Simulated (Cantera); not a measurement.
A freely propagating, adiabatic, planar premixed flame of CO : H₂ : O₂ : N₂ = 1 : 0.27 : 0.69 : 2.62 (molar parts), equivalence ratio 0.92, unburnt at 523 K and 0.132 atm; multicomponent+Soret transport, grid criteria slope 0.08 and curve 0.16, no radiation.

Cantera simulation using GRI-Mech 3.0 (53 species, 325 reactions); the numbers are that mechanism's predictions, not measurements. Burning velocities carry a grid error of a few per cent, more on coarse grids.

x: mole fraction of selected species; z is measured from the peak of heat release.

```tsv
z (mm)	T (K)	u (m/s)	x CO	x H₂	x O₂	x OH	x CO₂	x H₂O₂
-27.7	523	1.83	0.218	0.0590	0.151	<1e-8	<1e-8	<1e-8
-18.5	523	1.83	0.218	0.0590	0.151	<1e-8	<1e-8	<1e-8
-13.8	523	1.83	0.218	0.0590	0.151	<1e-8	<1e-8	<1e-8
-9.23	523	1.82	0.218	0.0589	0.151	<1e-8	<1e-8	<1e-8
-4.61	524	1.83	0.219	0.0576	0.151	8.94e-7	3.12e-5	8.95e-7
-2.31	633	2.19	0.215	0.0487	0.148	0.000156	0.00515	3.67e-6
0	1044	3.55	0.181	0.0186	0.116	0.00130	0.0412	3.87e-7
2.31	___	4.50	___	___	___	___	___	___
4.61	1493	4.91	0.0911	0.00640	0.0580	0.00495	0.140	1.84e-7
9.23	1631	5.31	0.0836	0.00677	0.0536	0.00645	0.150	1.20e-7
18.5	1771	5.71	0.0822	0.00632	0.0519	0.00762	0.154	6.78e-8
36.9	1913	6.10	0.0772	___	0.0491	0.00832	0.162	___
73.8	2048	6.47	0.0690	0.00446	0.0452	0.00840	0.172	2.14e-8
```

Q: Fill in the missing entries.

A: 
- 2.31, T (K): 1347
- 2.31, x CO: 0.120
- 2.31, x H₂: 0.00571
- 2.31, x O₂: 0.0716
- 2.31, x OH: 0.00342
- 2.31, x CO₂: 0.108
- 2.31, x H₂O₂: 2.50e-7
- 36.9, x H₂: 0.00547
- 36.9, x H₂O₂: 3.68e-8
